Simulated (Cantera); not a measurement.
Charge: 1 mol SiO₂, 1.8 mol SiCl₄, a varied amount of O₂, held at 1725 K and 120 Torr.

Cantera equilibrium calculation (NASA polynomials, part measured and part estimated; ideal gas, pure solids and liquids). Candidate condensed phases: Si, SiO₂; 15 gas species. The tables hold silica as quartz up to 1696 K and as liquid above; real silica turns to tridymite and cristobalite and melts near 1996 K. The numbers say what is thermodynamically allowed, not how fast it happens.

**Question.** What share of the Si ends up in condensed phases as a function of n(O₂) (mol), at 0.73, 0.92, 1.2, 1.5, 1.9, 2.4, 3, 3.8?

**Answer.** 
| n(O₂) (mol) | Si condensed (%) | as |
|---|---|---|
| 0.73 | 61.8 | SiO₂(condensed) |
| 0.92 | 68.6 | SiO₂(condensed) |
| 1.2 | 78.6 | SiO₂(condensed) |
| 1.5 | 89.3 | SiO₂(condensed) |
| 1.9 | 100.0 | SiO₂(condensed) |
| 2.4 | 100.0 | SiO₂(condensed) |
| 3 | 100.0 | SiO₂(condensed) |
| 3.8 | 100.0 | SiO₂(condensed) |
